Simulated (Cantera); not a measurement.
Input (Python, Cantera) and output of one run.

```python
import numpy as np
import cantera as ct

gas_names = [...]  # 113 gases of nasa_gas.yaml made of C, H, O, Ti
cond_names = """
    C(gr) C6H6(L) C7H8(L) C8H18(L),n-octa H2O(s) H2O(L) Ti(a) Ti(b) Ti(L) TiC(s) TiC(L) TiO(a) TiO(b)
    TiO(L) TiO2(ru) TiO2(L) Ti2O3(a) Ti2O3(b) Ti2O3(L) Ti3O5(a) Ti3O5(b) Ti3O5(L) Ti4O7(s) Ti4O7(L)
""".split()


# ... load() reads the species with a 1 bar reference pressure and builds the phases ...
atoms = {
    'Ti': {'Ti': 1},
    'CO': {'C': 1, 'O': 1},
    'H2': {'H': 2},
}
top_T = {'C(gr)': 4500}  # K; cautious upper limits of use, not melting points


# ... equilibrate(T, P, feed) seeds the gas with the atoms and calls Mixture.equilibrate('TP', solver="vcs", rtol=1e-11, max_steps=5000) ...
results = []
feed = {'Ti': 1, 'CO': 3.8, 'H2': 80}  # mol
T = 1923  # K
for P in [10, 120, 1600, 19000, 240000, 3000000]:
    mix = equilibrate(T, P, feed)
    results.append((T, P, feed, dict(zip(mix.species_names, mix.species_moles))))

top = {s: max(r[3][s] / sum(r[3][g] for g in gas_names) for r in results) for s in gas_names}
cols = sorted((s for s in top if top[s] > 0.001), key=lambda s: -top[s])[:8]
seen = [c for c in cond_names if any(r[3].get(c, 0) > 1e-12 for r in results)]
print("log10 of partial pressures in bar; condensed amounts in mol")
print(f"{'P/Pa':>10s}" + "".join(f"{s[:9]:>10s}" for s in cols + seen))
for T, P, feed, n in results:
    ng = sum(n[g] for g in gas_names)
    print(f"{P:10.4g}" + "".join(f"{np.log10(max(n[s] / ng * P / 1e5, 1e-99)):10.3f}" for s in cols)
          + "".join(f"{n.get(c, 0):10.4g}" for c in seen))
```

Result:

```
log10 of partial pressures in bar; condensed amounts in mol
      P/Pa        H2         H        CO        Ti       CH4       TiO       H2O    TiC(s)    TiO(b)  Ti2O3(b)
        10    -4.065    -5.058    -5.385    -6.110   -15.089    -6.750    -9.561    0.1576         0         0
       120    -2.950    -4.501    -4.328    -6.629   -12.343    -6.730    -7.908    0.4922    0.4782         0
      1600    -1.817    -3.934    -3.200    -7.193    -9.511    -6.730    -6.211    0.5015    0.4972         0
   1.9e+04    -0.740    -3.396    -2.125    -7.731    -6.820    -6.730    -4.596    0.5056    0.4943         0
   2.4e+05     0.363    -2.845    -1.037    -8.354    -3.991    -6.889    -3.029    0.6116         0    0.1942
     3e+06     1.459    -2.296     0.042    -9.002    -1.151    -7.105    -1.501    0.5558         0    0.2221
```

Cantera equilibrium calculation (NASA polynomials, part measured and part estimated; ideal gas, pure solids and liquids). Mutual solubility and eutectic melting of coexisting phases are not modelled. TiC, TiO: taken at fixed stoichiometry. Condensed phases not in the tables: solid solutions among these carbides, nitrides and lower oxides.
